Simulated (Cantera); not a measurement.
# Low-pressure radical oxidation in H2/O2

A perfectly stirred reactor is fed with H₂ : O₂ = 0.34 : 1 (molar parts), equivalence ratio 0.17, at 23.3 Torr; it is held at 1375 K, and followed from long to short residence time.

Cantera simulation using GRI-Mech 3.0 (53 species, 325 reactions); the numbers are that mechanism's predictions, not measurements. Radical loss at walls, strong at low pressure, is not modelled. The temperature is held fixed by assumption; the heat of reaction is taken as removed at once.

```json
[
 {"τ (s)": "13", "x H₂": "7.23e-5", "x O₂": "0.709", "x H₂O": "0.290", "x H₂O₂": "8.48e-8", "x HO₂": "1.06e-6"},
 {"τ (s)": "5.3", "x H₂": "0.000131", "x O₂": "0.708", "x H₂O": "0.289", "x H₂O₂": "1.21e-7", "x HO₂": "1.77e-6"},
 {"τ (s)": "2.2", "x H₂": "0.000236", "x O₂": "0.708", "x H₂O": "0.289", "x H₂O₂": "1.68e-7", "x HO₂": "2.85e-6"},
 {"τ (s)": "0.89", "x H₂": "0.000428", "x O₂": "0.707", "x H₂O": "0.288", "x H₂O₂": "2.31e-7", "x HO₂": "4.47e-6"},
 {"τ (s)": "0.36", "x H₂": "0.000773", "x O₂": "0.705", "x H₂O": "0.287", "x H₂O₂": "3.11e-7", "x HO₂": "6.65e-6"},
 {"τ (s)": "0.15", "x H₂": "0.00136", "x O₂": "0.702", "x H₂O": "0.284", "x H₂O₂": "4.06e-7", "x HO₂": "9.22e-6"},
 {"τ (s)": "0.061", "x H₂": "0.00240", "x O₂": "0.698", "x H₂O": "0.280", "x H₂O₂": "5.16e-7", "x HO₂": "1.20e-5"},
 {"τ (s)": "0.025", "x H₂": "0.00415", "x O₂": "0.690", "x H₂O": "0.273", "x H₂O₂": "6.28e-7", "x HO₂": "1.45e-5"},
 {"τ (s)": "0.010", "x H₂": "0.00703", "x O₂": "0.676", "x H₂O": "0.261", "x H₂O₂": "7.19e-7", "x HO₂": "1.63e-5"},
 {"τ (s)": "0.0042", "x H₂": "0.0109", "x O₂": "0.657", "x H₂O": "0.242", "x H₂O₂": "7.56e-7", "x HO₂": "1.67e-5"}
]
```
x: mole fraction; the columns are a selection and need not sum to one.
